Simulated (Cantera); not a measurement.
Charge: 1 mol SiHCl3, 0.59 mol HCl, 8 mol H2, at 1548 K and 0.330 bar.

Cantera equilibrium calculation (NASA polynomials, part measured and part estimated; ideal gas, pure solids and liquids). Candidate condensed phases: Si; 19 gas species. The tables' values for SiCl3 are old estimates; treat these amounts as uncertain. Kinetics and transport are ignored.

Base state: H2 0.775, HCl 0.131, SiCl2 0.0733, SiCl3 0.0115, SiCl4 0.00509, SiHCl3 0.00369, SiH2Cl2 0.000435, H 4.72e-5 (mole fractions); condensed: Si(s).

Q: What changes in the equilibrium state with this change: pressure from 0.330 bar to 0.00310 bar?

A: 
| species | before | after |
|---|---|---|
| H2 | 0.775 | 0.757 |
| HCl | 0.131 | 0.148 |
| SiCl2 | 0.0733 | 0.0927 |
| SiCl3 | 0.0115 | 0.00163 |
| SiH3Cl | 1.52e-5 | 1.52e-7 |
| SiH2Cl2 | 0.000435 | 5.05e-6 |
| SiHCl3 | 0.00369 | 4.97e-5 |
| SiCl4 | 0.00509 | 7.99e-5 |
| Cl | 6.35e-6 | 7.53e-5 |
| Si(s), mol | 0.0189 | 0 |
The tables' values for SiCl3, SiCl are old estimates; treat these amounts as uncertain.
